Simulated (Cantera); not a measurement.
Input: 1 mol CuO, 6.6 mol C, 0.66 mol CO, held at 59.0 Pa.

Method: chemical equilibrium by Gibbs-energy minimisation in Cantera with the NASA 1993 tables (ideal gas, pure condensed phases). Candidate condensed phases: C, Cu, CuO, Cu₂O; 15 gas species. Rates play no part.

log p: log10 of the partial pressure in bar; n: condensed amount in mol.

```tsv
T (K)	log p CO	log p Cu	log p Cu₂	log p CO₂	n C(graphite)	n Cu(s)	n Cu(l)
1148	-3.23	-8.57	-13.39	-7.85	5.60	1.000	0
1198	-3.23	-7.93	-12.49	-8.17	5.60	1.000	0
1248	-3.23	-7.36	-11.67	-8.46	5.60	1.000	0
1298	-3.23	(withheld)	(withheld)	(withheld)	5.60	1.000	0
1348	-3.23	-6.33	-10.22	-8.98	5.60	0.999	0
1398	-3.23	-5.89	-9.60	-9.22	5.60	0	0.996
1448	-3.23	-5.48	-9.04	-9.43	5.60	0	0.991
1498	-3.24	-5.10	-8.51	-9.64	5.60	0	0.977
1548	-3.24	(withheld)	(withheld)	(withheld)	5.60	0	0.948
1598	-3.26	-4.41	-7.56	-10.05	5.60	0	0.884
1648	-3.29	-4.10	-7.13	-10.28	5.60	0	0.743
1698	-3.36	-3.81	-6.73	-10.57	5.60	0	0.408
1748	-3.43	-3.65	-6.59	-10.85	5.60	0	0
```

Question: Complete the blanks.

Answer: 
- 1298, log p Cu: -6.82
- 1298, log p Cu₂: -10.92
- 1298, log p CO₂: -8.73
- 1548, log p Cu: -4.75
- 1548, log p Cu₂: -8.02
- 1548, log p CO₂: -9.84
